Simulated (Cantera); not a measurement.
**Equilibrium for iron carbonyl, mercury and lead vapours: Fe(CO)₅ + N₂**

A closed system holds: 1 mol Fe(CO)₅, 77 mol N₂, at 133 Pa.

Method: chemical equilibrium by Gibbs-energy minimisation in Cantera with the NASA 1993 tables (ideal gas, pure condensed phases). Candidate condensed phases: C, Fe, Fe(CO)₅, FeO, Fe₂O₃, Fe₃O₄; 27 gas species. Condensed phases not in the tables: cementite and carbon dissolved in iron. Rates play no part.

From 825 K to 900 K the condensed part is C(graphite) + Fe(α). From 975 K to 1125 K the condensed part is Fe(α). From 1200 K to 1425 K the condensed part is Fe(γ).

```
T (K)   x N₂    x CO     x CO₂      x Fe  n C(graphite)  n Fe(α)  n Fe(γ)
-----  -----  ------  --------  --------  -------------  -------  -------
825    0.939  0.0605  0.000220    <1e-12         0.0181     1.00        0
900    0.939  0.0609   2.76e-5    <1e-12        0.00227     1.00        0
975    0.939  0.0610   4.76e-6  3.17e-12              0     1.00        0
1050   0.939  0.0610   1.06e-6  1.15e-10              0     1.00        0
1125   0.939  0.0610   2.90e-7   2.52e-9              0     1.00        0
1200   0.939  0.0610   9.37e-8   3.72e-8              0        0    1.000
1275   0.939  0.0610   3.48e-8   3.96e-7              0        0    1.000
1350   0.939  0.0610   1.45e-8   3.22e-6              0        0    1.000
1425   0.939  0.0610   6.62e-9   2.10e-5              0        0    0.998
```
x: gas mole fraction; n: condensed amount in mol.
